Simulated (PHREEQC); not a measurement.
**Acid mine or pickling water: an equilibrium model**

A made-up water analysis in mg/L, 69 °C, pH 1.92, pe 11.3: Na 192; K 22.4; Ca 128; Mg 15.6; Cl 115; S(6) as SO4 1960; F 0.226; Si as SiO2 1.44; Fe(3) 87.2; Al 1.94; B 0.353.

Valence states are taken as typed.

Computed with PHREEQC (ion-association model, wateq4f.dat).

Each row changes one thing in this solution. This is a speciation only: nothing precipitates in the calculation.

```tsv
case	ionic strength (mol/kgw)	HSO4- (mol/kgw)	SO4-2 (mol/kgw)	FeSO4+ (mol/kgw)	CaSO4 (mol/kgw)	K+ (mol/kgw)	SI of Jarosite-K (KFe3(SO4)2(OH)6)	SI of Gypsum (CaSO4:2H2O)
as made	0.0373	0.0117	0.00583	0.00117	0.000830	0.000554	+0.63	-0.84
Fe(3) from 87.2 to 262 mg/L	0.0381	0.0100	0.00500	0.00344	0.000738	0.000557	+2.10	-0.89
temperature from 69 to 35 °C at the same typed pH	0.0421	0.00791	0.00934	0.00125	0.000995	0.000554	-0.86	-0.75
K from 22.4 to 44.8 mg/L	0.0376	0.0117	0.00583	0.00117	0.000828	0.00111	+0.93	-0.85
```

Some of these states are supersaturated (in Jarosite-K, Hematite (slow to form), Goethite (slow to form), for instance). Constants without temperature data keep their 25 °C values here. SiF6-2 is the database's only silicon fluoride. Real BF4- forms and hydrolyses slowly; the run takes it at equilibrium. Fluoro complexes past AlF4- and FeF3 are missing from the database.
